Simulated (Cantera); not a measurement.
A closed system holds: 1 mol Ta₂O₅, 0.56 mol CH₄, 0.23 mol CO, at 1.00 bar.

Cantera equilibrium calculation (NASA polynomials, part measured and part estimated; ideal gas, pure solids and liquids). Candidate condensed phases: C, C₆H₆, C₇H₈, C₈H₁₈, H₂O, Ta, TaC, Ta₂O₅; 113 gas species. Mutual solubility and eutectic melting of coexisting phases are not modelled. TaC: taken at fixed stoichiometry. Condensed phases not in the tables: Ta₂C. The numbers say what is thermodynamically allowed, not how fast it happens.

Task: At 1302 °C, list the 6 most abundant gas species with their mole fractions, and the condensed phases.

Result: H₂ 0.638, CO 0.359, H₂O 0.00285, CO₂ 0.000553, CH₄ 6.09e-5, H 3.32e-5. Condensed: TaC(s) + Ta₂O₅(s).
